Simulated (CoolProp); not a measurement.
Vapour-liquid equilibrium of R113 (1) + ethanol (2) at 0.339 MPa; x and y are mole fractions of (1).

Model: multi-fluid Helmholtz-energy mixture model, Marx 1992 and Schroeder 2014; pair parameters Bell 2016, in CoolProp.

**Question.** Give the bubble temperature and the first vapour's composition at x = 0.05, 0.65, 0.8. Is there an azeotrope?

**Answer.** x = 0.05: 373.6 K, y = 0.342; x = 0.65: 356.4 K, y = 0.689; x = 0.8: 356.7 K, y = 0.741. y crosses x between x = 0.65 and 0.725: the model has an azeotrope there.

The pair parameters rest on a limited set of measurements; away from them the model extrapolates. With so large a gap from Raoult's law the liquid may split in two, which this calculation doesn't test in full.
